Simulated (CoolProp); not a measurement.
Properties of R124 along the isotherm 440.4 K.

Model: reference Helmholtz-energy equation of state, de Vries 1995, in CoolProp.

```
p (MPa)          phase  density (kg/m³)  cp (kJ/(kg K))  cv (kJ/(kg K))  Joule-Thomson coefficient (K/MPa)  isothermal compressibility (1/MPa)
-------  -------------  ---------------  --------------  --------------  ---------------------------------  ----------------------------------
0.418              gas            16.03          0.9270          0.8570                              6.930                               2.462
0.836              gas            33.02          0.9434          0.8625                              7.137                               1.270
1.25               gas            50.95          0.9621          0.8682                              7.354                              0.8782
1.67               gas            70.42          0.9844          0.8743                              7.588                              0.6825
2.09               gas            91.40           1.011          0.8808                              7.834                              0.5684
2.51               gas            114.2           1.042          0.8877                              8.092                              0.4956
2.93               gas            139.1           1.081          0.8950                              8.355                              0.4469
3.35               gas            166.5           1.129          0.9028                              8.618                              0.4140
3.76     supercritical            196.4           1.188          0.9107                              8.858                              0.3926
4.18     supercritical            230.9           1.264          0.9192                              9.062                              0.3789
4.6      supercritical            270.3           1.362          0.9279                              9.179                              0.3711
5.02     supercritical            315.5           1.485          0.9365                              9.139                              0.3659
5.44     supercritical            367.4           1.631          0.9442                              8.854                              0.3578
```
